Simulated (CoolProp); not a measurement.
Normal hydrogen at 293.15 K and 2.74 MPa flows at 5.8 m/s in a round tube of 50 mm bore and 0.25 µm roughness, fully developed (64/Re and Nu = 3.66 if laminar; Colebrook and Gnielinski if turbulent). Each further row changes one setting.

Values from CoolProp's reference Helmholtz-energy equation of state, Leachman 2009.

```json
[
 {"case": "as stated", "Reynolds number": "73300", "Darcy friction factor": "0.0192", "pressure drop (Pa/m)": "…", "heat-transfer coefficient (W/(m² K))": "513", "mass flow (kg/h)": "91.4"},
 {"case": "velocity 11.6 m/s", "Reynolds number": "147000", "Darcy friction factor": "0.0167", "pressure drop (Pa/m)": "…", "heat-transfer coefficient (W/(m² K))": "885", "mass flow (kg/h)": "…"},
 {"case": "diameter 100 mm", "Reynolds number": "147000", "Darcy friction factor": "0.0166", "pressure drop (Pa/m)": "6.24", "heat-transfer coefficient (W/(m² K))": "442", "mass flow (kg/h)": "366"}
]
```

Problem. Fill in the missing entries.

Solution. 
- as stated, pressure drop (Pa/m): 14.4
- velocity 11.6 m/s, pressure drop (Pa/m): 50.0
- velocity 11.6 m/s, mass flow (kg/h): 183

Viscosity comes from a separate model (Muzny 2013). Thermal conductivity comes from a separate model (Assael 2011).
